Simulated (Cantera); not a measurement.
An isothermal, constant-pressure homogeneous reactor starts with NO : N2 = 1 : 0.95 (molar parts), at 1998 K and 10.5 Torr. Integrator tolerance rtol = 1e-08.

Model: GRI-Mech 3.0 (53 species, 325 reactions), integrated in Cantera. Radical loss at walls, strong at low pressure, is not modelled.

What does this change do: 0.017 parts H2O added?


```csv
quantity,before,after
x(NO) at 7.00 s,0.324 (gas-phase equilibrium 0.00809),0.299 (gas-phase equilibrium 0.00801)
x(O2) at 7.00 s,0.0935 (gas-phase equilibrium 0.251),0.103 (gas-phase equilibrium 0.248)
x(N2O) at 7.00 s,2.74e-5 (gas-phase equilibrium 5.21e-8),1.51e-5 (gas-phase equilibrium 5.13e-8)
x(O) at 7.00 s,0.00182 (gas-phase equilibrium 0.00280),0.00185 (gas-phase equilibrium 0.00279)
x(NO2) at 7.00 s,4.28e-5 (gas-phase equilibrium 1.81e-6),4.20e-5 (gas-phase equilibrium 1.78e-6)
x(N2) at 7.00 s,0.581 (gas-phase equilibrium 0.739),0.586 (gas-phase equilibrium 0.732)
```

What does this change do: temperature 1998 to 1550 K?


```
quantity                                           before                                    after
----------------  ---------------------------------------  ---------------------------------------
x(NO) at 7.00 s     0.324 (gas-phase equilibrium 0.00809)    0.512 (gas-phase equilibrium 0.00167)
x(O2) at 7.00 s      0.0935 (gas-phase equilibrium 0.251)   0.000404 (gas-phase equilibrium 0.256)
x(N2O) at 7.00 s  2.74e-5 (gas-phase equilibrium 5.21e-8)  8.36e-5 (gas-phase equilibrium 1.16e-8)
x(O) at 7.00 s    0.00182 (gas-phase equilibrium 0.00280)  5.74e-6 (gas-phase equilibrium 3.36e-5)
x(NO2) at 7.00 s  4.28e-5 (gas-phase equilibrium 1.81e-6)  2.55e-5 (gas-phase equilibrium 1.00e-6)
x(N2) at 7.00 s       0.581 (gas-phase equilibrium 0.739)      0.488 (gas-phase equilibrium 0.743)
```
